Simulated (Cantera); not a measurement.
**Stirred combustor or abatement burner**

A perfectly stirred reactor is fed with 9.17 % CH₄, 19.1 % O₂, 71.8 % N₂, equivalence ratio 0.96, at 2.20 bar; it is adiabatic with a 550 K inlet, and is followed from long to short residence time, starting on the burning branch (τ in s: 0.46, 0.19, 0.075, 0.031, 0.012, 0.005, 0.002, 0.00083, 0.00034, 0.00014, 5.5e-05, 2.2e-05).

Detailed kinetics in Cantera: GRI-Mech 3.0 (53 species, 325 reactions).

| τ (s) | T (K) | x CH₄ | x O₂ | x NO₂ | x NO | x CO₂ | x HCN | x H₂O |
|---|---|---|---|---|---|---|---|---|
| 0.46 | 2344 | 2.92e-7 | 0.0103 | 1.15e-6 | 0.00331 | 0.0824 | 6.10e-8 | 0.176 |
| 0.19 | 2344 | 6.95e-7 | 0.0105 | 1.04e-6 | 0.00300 | 0.0823 | 1.31e-7 | 0.176 |
| 0.075 | 2343 | 1.70e-6 | 0.0108 | 8.60e-7 | 0.00243 | 0.0821 | 2.60e-7 | 0.176 |
| 0.031 | 2339 | 3.87e-6 | 0.0114 | 6.33e-7 | 0.00176 | 0.0816 | 4.29e-7 | 0.176 |
| 0.012 | 2327 | 8.91e-6 | 0.0124 | 4.10e-7 | 0.00112 | 0.0805 | 6.30e-7 | 0.175 |
| 0.0050 | 2305 | 1.81e-5 | 0.0137 | 2.64e-7 | 0.000715 | 0.0785 | 8.18e-7 | 0.173 |
| 0.0020 | 2268 | 3.62e-5 | 0.0157 | 1.62e-7 | 0.000454 | 0.0754 | 1.02e-6 | 0.171 |
| 0.00083 | 2217 | 6.92e-5 | 0.0182 | 9.98e-8 | 0.000295 | 0.0714 | 1.23e-6 | 0.167 |
| 0.00034 | 2152 | 0.000137 | 0.0213 | 6.01e-8 | 0.000189 | 0.0666 | 1.52e-6 | 0.163 |
| 0.00014 | 2076 | 0.000292 | 0.0252 | 3.62e-8 | 0.000118 | 0.0609 | 1.95e-6 | 0.159 |
| 5.5e-5 | 1981 | 0.000757 | 0.0314 | 2.04e-8 | 6.53e-5 | 0.0524 | 2.86e-6 | 0.154 |
| 2.2e-5 | 550 | 0.0917 | 0.191 | <1e-12 | <1e-12 | <1e-12 | <1e-12 | <1e-12 |
x: mole fraction; the columns are a selection and need not sum to one.
